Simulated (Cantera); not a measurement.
A counterflow diffusion flame at 0.450 bar, nozzles 20 mm apart: fuel side CH4 : H2 = 1 : 0.72 (molar parts) at 575 K, oxidiser side O2 : N2 = 0.2 : 0.8 (molar parts) at 650 K, fuel mass flux 0.57 times the oxidiser's; mixture-averaged transport, no radiation.

Cantera simulation using GRI-Mech 3.0 (53 species, 325 reactions); the numbers are that mechanism's predictions, not measurements. GRI-Mech 3.0 has no aromatics or soot, which form on the fuel side of real flames. The maximum strain rate includes the flame's own expansion and is several times the mean.

x: mole fraction; the columns are a selection and need not sum to one.

| oxidiser flux (kg/m²/s) | max strain (1/s) | mean strain (1/s) | T max (K) | peak x OH | peak x H | peak x NO | peak x CO | peak x C2H2 |
|---|---|---|---|---|---|---|---|---|
| 0.27 | … | 137 | 2089 | 0.0120 | 0.0132 | 0.000168 | 0.0461 | 0.0124 |
| 0.43 | … | 218 | 2064 | 0.0116 | 0.0141 | 0.000136 | 0.0451 | 0.0122 |
| 0.7 | … | 354 | 2034 | 0.0110 | 0.0150 | 0.000103 | 0.0444 | 0.0116 |
| 1.1 | … | 557 | 2002 | 0.0102 | 0.0155 | 7.44e-5 | 0.0443 | 0.0106 |
| 1.8 | … | 911 | 1958 | 0.00914 | 0.0157 | 4.60e-5 | 0.0449 | 0.00878 |
| 2.9 | … | 1470 | 1898 | 0.00764 | 0.0150 | 2.31e-5 | 0.0458 | 0.00617 |
| 4.7 | … | 2380 | 1748 | 0.00455 | 0.0109 | 4.24e-6 | 0.0438 | 0.00194 |

Problem. Fill in the missing entries.

Solution. 
- 0.27, max strain (1/s): 447
- 0.43, max strain (1/s): 692
- 0.7, max strain (1/s): 1100
- 1.1, max strain (1/s): 1680
- 1.8, max strain (1/s): 2690
- 2.9, max strain (1/s): 4220
- 4.7, max strain (1/s): 6470
